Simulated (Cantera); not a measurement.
Input: 1 mol SiH4, 0.11 mol NH3, 5.5 mol H2, equilibrated at 1850 °C.

Cantera equilibrium calculation (NASA polynomials, part measured and part estimated; ideal gas, pure solids and liquids). Candidate condensed phases: Si, Si3N4; 18 gas species. Gases not in the tables: Si2H6 and higher silanes. Rates play no part.

Task: Which condensed phases are stable at each of these points (P (Pa)): 5, 21, 85, 350, 1400, 5900, 24000, 100000?

Result: 
```tsv
P (Pa)	condensed phases	Si condensed (%)
5	gas only	0.0
21	gas only	0.0
85	gas only	0.0
350	Si(l)	56.3
1400	Si(l)	89.2
5900	Si(l)	97.2
24000	Si(l)	99.1
100000	Si(l)	99.6
```

From 5.00 Pa to 85.0 Pa nothing is condensed. From 3.50 mbar to 1.00 bar the condensed part is Si(l).
